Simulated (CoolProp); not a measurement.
Vapour-liquid equilibrium of n-hexane (1) + dimethyl carbonate (2) at 0.391 MPa; x and y are mole fractions of (1).

Model: multi-fluid Helmholtz-energy mixture model, Thol 2019 and Zhou 2011; pair parameters Bell 2016, in CoolProp.

Problem. Give the bubble temperature and the first vapour's composition at x = 0.15, 0.65, 0.85. Is there an azeotrope?

Solution. x = 0.15: 124.4 °C, y = 0.377; x = 0.65: 114.9 °C, y = 0.676; x = 0.85: 115.5 °C, y = 0.810. y crosses x between x = 0.65 and 0.75: the model has an azeotrope there.

Pair parameters are fitted to limited data, so mixtures are less certain than the pure fluids.
